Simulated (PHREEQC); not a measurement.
# Metal-bearing waste water

Dissolve 50 mmol/kgw Al2(SO4)3, 11 mmol/kgw ZnCl2 and 2.3 mmol/kgw HCl at 25 °C. Closed to the air; pH follows from the charge balance.

All values are PHREEQC results (ion-association model, wateq4f.dat), not measurements.

No solid was allowed to form.

Predict the pH.

pH 3.04.

In which forms is Zn present?

Zn+2 51 %, ZnSO4 38 %, Zn(SO4)2-2 10 %, ZnCl+ 1.1 % of the Zn.

Complexes and solids missing from the database can't appear.
